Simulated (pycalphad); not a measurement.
An equivalent pycalphad script:

```python
from pycalphad import Database, equilibrium, calculate, variables as v
import numpy as np
db = Database('COST507.tdb')
comps = ['AL', 'MN', 'SI', 'VA']
phases = ['AL11MN4', 'AL12MN', 'AL4MN', 'AL6MN', 'AL8MN5_D810', 'ALMNSI_ALPHA', 'ALMNSI_BETA', 'ALMNSI_DELTA', 'BCC_A2', 'CBCC_A12', 'CUB_A13', 'DIAMOND_A4', 'FCC_A1', 'HCP_A3', 'LIQUID', 'MN11SI19', 'MN3SI', 'MN5SI3', 'MN6SI', 'MN9SI2', 'MNSI']
eq = equilibrium(db, comps, phases, {v.X('MN'): 0.0171, v.X('SI'): 0.0061, v.T: np.arange(1850, 499, -25), v.P: 101325, v.N: 1}, output=['HM', 'SM'])
```

Computed with pycalphad from the COST 507 light-alloy database (1999), at 1 atm. The database dates from 1999; later assessments differ in places, in temperatures and in the compounds included. Amounts are mole fractions of atoms. Diffusion is slow at the low end, where real alloys seldom reach equilibrium.

Results at three of the temperatures:

```
T = 1450.00 K, P = 101325 Pa, N = 1 mol of atoms
G = -80568 J/mol, H = 44336 J/mol, S = 86.14 J/(mol K)  (SER reference)
chemical potentials (J/mol): Al -78910, Mn -160405, Si -122342
phase             fraction      x(Al)      x(Mn)      x(Si)
LIQUID              1.0000     0.9768     0.0171     0.0061
```

```
T = 775.00 K, P = 101325 Pa, N = 1 mol of atoms
G = -30425 J/mol, H = 10840 J/mol, S = 53.24 J/(mol K)  (SER reference)
chemical potentials (J/mol): Al -28818, Mn -116427, Si -46625
phase             fraction      x(Al)      x(Mn)      x(Si)
FCC_A1              0.9072     0.9988     0.0011   0.000136
ALMNSI_ALPHA        0.0928     0.7617     0.1739     0.0644
```

```
T = 725.00 K, P = 101325 Pa, N = 1 mol of atoms
G = -27814 J/mol, H = 9291 J/mol, S = 51.18 J/(mol K)  (SER reference)
chemical potentials (J/mol): Al -26163, Mn -116819, Si -42794
phase             fraction      x(Al)      x(Mn)      x(Si)
FCC_A1              0.9040     0.9995   0.000446   8.28e-05
ALMNSI_ALPHA        0.0960     0.7633     0.1739     0.0628
```

Changes of the phase set, refined by bisection:

```
T (°C)                   phases above                  phases below
-------  ----------------------------  ----------------------------
690.8                          LIQUID          ALMNSI_BETA + LIQUID
675.2            ALMNSI_BETA + LIQUID  AL6MN + ALMNSI_BETA + LIQUID
669.6    AL6MN + ALMNSI_BETA + LIQUID                AL6MN + LIQUID
658 ± 6                AL6MN + LIQUID         ALMNSI_ALPHA + FCC_A1
```

Database names, with the compositions (at.%) that they take in these runs: ALMNSI_BETA: Al 72 Mn 23 Si 5; ALMNSI_ALPHA: Al 74-76 Mn 17 Si 6-8. FCC_A1 is fcc.
